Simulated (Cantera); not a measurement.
An isothermal plug-flow reactor at 825 K and 3.00 bar (inlet), inlet velocity 2.5 m/s, active area per volume 1800 1/m; feed 1.86 % CO, 6.28 % O2, 91.9 % N2.

Computed with Cantera and Deutschmann's 1995 Pt surface mechanism with GRI-Mech 3.0 gas chemistry. Catalytic surfaces can have several steady states; this one follows from the mechanism file's or the stated starting coverage. Mass transfer to the wall is taken as infinitely fast.

One state of this run: x CO = 0.0153; x O2 = 0.0612; x H2O = <1e-12; x CO2 = 0.00331; θ free Pt = 0.121; θ O* = 0.0132; θ CO* = 0.866. x: gas mole fraction; θ: surface coverage.

Which value of z (m) does it belong to?
(A) 0.00032
(B) 0.0044
(C) 8.5e-05
(D) 0.0023

A, 0.00032
